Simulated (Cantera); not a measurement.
An isothermal, constant-pressure homogeneous reactor starts with CO : O2 : H2O : N2 = 0.0031 : 0.01 : 0.0099 : 1 (molar parts), equivalence ratio 0.15, at 1500 K and 5180 Torr. Integrator tolerance rtol = 1e-08.

Detailed kinetics in Cantera: GRI-Mech 3.0 (53 species, 325 reactions).

Problem. What does this change do: 0.0078 parts CH4 added?

Solution. 
```csv
quantity,before,after
x(CO) at 2.00 s,6.26e-8 (gas-phase equilibrium 6.31e-8),0.00504 (gas-phase equilibrium 0.00582)
x(O2) at 2.00 s,0.00827 (gas-phase equilibrium 0.00814),2.70e-12 (gas-phase equilibrium 2.29e-12)
x(H2O) at 2.00 s,0.00969 (gas-phase equilibrium 0.00969),0.0171 (gas-phase equilibrium 0.0166)
x(NO) at 2.00 s,3.57e-7 (gas-phase equilibrium 0.000270),6.15e-9 (gas-phase equilibrium 4.49e-9)
x(H2) at 2.00 s,7.72e-8 (gas-phase equilibrium 7.79e-8),0.00677 (gas-phase equilibrium 0.00797)
x(OH) at 2.00 s,6.71e-6 (gas-phase equilibrium 6.69e-6),3.98e-8 (gas-phase equilibrium 3.59e-8)
x(HO2) at 2.00 s,8.65e-9 (gas-phase equilibrium 8.55e-9),<1e-12 (gas-phase equilibrium <1e-12)
```

Problem. What does this change do: 0.078 parts CH4 added?

Solution. 
```json
[
 {"quantity": "x(CO) at 2.00 s", "before": "6.26e-8 (gas-phase equilibrium 6.31e-8)", "after": "0.0112 (gas-phase equilibrium 0.0278)"},
 {"quantity": "x(O2) at 2.00 s", "before": "0.00827 (gas-phase equilibrium 0.00814)", "after": "<1e-12 (gas-phase equilibrium <1e-12)"},
 {"quantity": "x(H2O) at 2.00 s", "before": "0.00969 (gas-phase equilibrium 0.00969)", "after": "0.0154 (gas-phase equilibrium 6.21e-7)"},
 {"quantity": "x(NO) at 2.00 s", "before": "3.57e-7 (gas-phase equilibrium 0.000270)", "after": "5.22e-12 (gas-phase equilibrium <1e-12)"},
 {"quantity": "x(H2) at 2.00 s", "before": "7.72e-8 (gas-phase equilibrium 7.79e-8)", "after": "0.0723 (gas-phase equilibrium 0.104)"},
 {"quantity": "x(OH) at 2.00 s", "before": "6.71e-6 (gas-phase equilibrium 6.69e-6)", "after": "1.10e-8 (gas-phase equilibrium <1e-12)"},
 {"quantity": "x(HO2) at 2.00 s", "before": "8.65e-9 (gas-phase equilibrium 8.55e-9)", "after": "<1e-12 (gas-phase equilibrium <1e-12)"}
]
```
GRI-Mech 3.0 stops at C3 and has no aromatics, soot or wall deposition, so with more carbon than oxygen in the feed, carbon stays in small species such as C2H2 where larger ones or solid carbon would form.
